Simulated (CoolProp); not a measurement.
Vapour-liquid equilibrium of isohexane (1) + benzene (2) at 336.5 K; x and y are mole fractions of (1).

Values from CoolProp's multi-fluid Helmholtz-energy mixture model, Lemmon 2006 and Thol 2012; pair parameters Bell 2016.

Task: Give the bubble pressure and the first vapour's composition at x = 0.275, 0.35, 0.425. Is there an azeotrope?

Result: x = 0.275: 85.17 kPa, y = 0.465; x = 0.35: 89.42 kPa, y = 0.528; x = 0.425: 93.08 kPa, y = 0.584. No azeotrope shows between x = 0.05 and 0.95.

Pair parameters are fitted to limited data, so mixtures are less certain than the pure fluids.
